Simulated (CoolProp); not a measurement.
Vapour-liquid equilibrium of propylene (1) + propane (2) at -77.75 °C; x and y are mole fractions of (1).

The numbers come from the multi-fluid Helmholtz-energy mixture model, Lemmon 2013 and Lemmon 2009; pair parameters Bell 2016 in CoolProp.

```json
[
 {"x": "0.05", "bubble pressure, mixture model (MPa)": "0.01552", "bubble pressure, Raoult's law (MPa)": "0.01537", "y, mixture model": "0.074", "y, Raoult's law": "0.066"},
 {"x": "0.15", "bubble pressure, mixture model (MPa)": "0.01625", "bubble pressure, Raoult's law (MPa)": "0.01588", "y, mixture model": "0.206", "y, Raoult's law": "0.191"},
 {"x": "0.25", "bubble pressure, mixture model (MPa)": "0.01692", "bubble pressure, Raoult's law (MPa)": "0.01638", "y, mixture model": "0.323", "y, Raoult's law": "0.308"},
 {"x": "0.35", "bubble pressure, mixture model (MPa)": "0.01752", "bubble pressure, Raoult's law (MPa)": "0.01689", "y, mixture model": "0.428", "y, Raoult's law": "0.418"},
 {"x": "0.45", "bubble pressure, mixture model (MPa)": "0.01806", "bubble pressure, Raoult's law (MPa)": "0.01739", "y, mixture model": "0.525", "y, Raoult's law": "0.522"},
 {"x": "0.55", "bubble pressure, mixture model (MPa)": "0.01855", "bubble pressure, Raoult's law (MPa)": "0.01790", "y, mixture model": "0.616", "y, Raoult's law": "0.620"},
 {"x": "0.65", "bubble pressure, mixture model (MPa)": "0.01899", "bubble pressure, Raoult's law (MPa)": "0.01840", "y, mixture model": "0.703", "y, Raoult's law": "0.712"},
 {"x": "0.75", "bubble pressure, mixture model (MPa)": "0.01938", "bubble pressure, Raoult's law (MPa)": "0.01891", "y, mixture model": "0.788", "y, Raoult's law": "0.800"},
 {"x": "0.85", "bubble pressure, mixture model (MPa)": "0.01973", "bubble pressure, Raoult's law (MPa)": "0.01941", "y, mixture model": "0.872", "y, Raoult's law": "0.883"},
 {"x": "0.95", "bubble pressure, mixture model (MPa)": "0.02003", "bubble pressure, Raoult's law (MPa)": "0.01991", "y, mixture model": "0.957", "y, Raoult's law": "0.962"}
]
```

The largest gap from Raoult's law is +3.9 % in bubble pressure, at x = 0.45. No azeotrope shows between x = 0.05 and 0.95.

Pair parameters are fitted to limited data, so mixtures are less certain than the pure fluids.
